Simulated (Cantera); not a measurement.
A closed system holds: 1 mol Si₃N₄, 0.0027 mol H₂O, 930 mol H₂, at 1302 °C.

Cantera equilibrium calculation (NASA polynomials, part measured and part estimated; ideal gas, pure solids and liquids). Candidate condensed phases: H₂O, Si, SiO₂, Si₂N₂O, Si₃N₄; 35 gas species. Equilibrium is a limit: real reactors are often held back by kinetics, nucleation or transport.

### Question
At 3.60 Pa, list the 5 most abundant gas species with their mole fractions, and the condensed phases.

### Answer
H₂ 0.989, H 0.00689, N₂ 0.00213, Si 0.00159, SiH 2.27e-5. Condensed: Si(s).
